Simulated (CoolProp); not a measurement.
Vapour-liquid equilibrium of propylene (1) + R114 (2) at 280.8 K; x and y are mole fractions of (1).

Model: multi-fluid Helmholtz-energy mixture model, Lemmon 2013 and Platzer 1990; pair parameters Bell 2016, in CoolProp. This equation is an older, rougher fit; its heat capacities, sound speeds and derivatives of the liquid may be far off and weren't checked against measurements.

```json
[
 {"x": "0.05", "bubble pressure, mixture model (MPa)": "?", "bubble pressure, Raoult's law (MPa)": "0.1485", "y, mixture model": "0.287", "y, Raoult's law": "0.245"},
 {"x": "0.2", "bubble pressure, mixture model (MPa)": "?", "bubble pressure, Raoult's law (MPa)": "0.2402", "y, mixture model": "0.640", "y, Raoult's law": "0.607"},
 {"x": "0.35", "bubble pressure, mixture model (MPa)": "?", "bubble pressure, Raoult's law (MPa)": "0.3319", "y, mixture model": "0.773", "y, Raoult's law": "0.769"},
 {"x": "0.5", "bubble pressure, mixture model (MPa)": "?", "bubble pressure, Raoult's law (MPa)": "0.4236", "y, mixture model": "0.844", "y, Raoult's law": "0.861"},
 {"x": "0.65", "bubble pressure, mixture model (MPa)": "0.5533", "bubble pressure, Raoult's law (MPa)": "0.5152", "y, mixture model": "0.893", "y, Raoult's law": "0.920"},
 {"x": "0.8", "bubble pressure, mixture model (MPa)": "0.6260", "bubble pressure, Raoult's law (MPa)": "0.6069", "y, mixture model": "?", "y, Raoult's law": "0.961"},
 {"x": "0.95", "bubble pressure, mixture model (MPa)": "0.7020", "bubble pressure, Raoult's law (MPa)": "0.6986", "y, mixture model": "0.982", "y, Raoult's law": "0.992"}
]
```

Q: Some entries are withheld; supply them.

A: 
- 0.05, bubble pressure, mixture model (MPa): 0.1598
- 0.2, bubble pressure, mixture model (MPa): 0.2810
- 0.35, bubble pressure, mixture model (MPa): 0.3871
- 0.5, bubble pressure, mixture model (MPa): 0.4762
- 0.8, y, mixture model: 0.936

The largest gap from Raoult's law is +17.0 % in bubble pressure, at x = 0.2. No azeotrope shows between x = 0.05 and 0.95.

Pair parameters are fitted to limited data, so mixtures are less certain than the pure fluids.
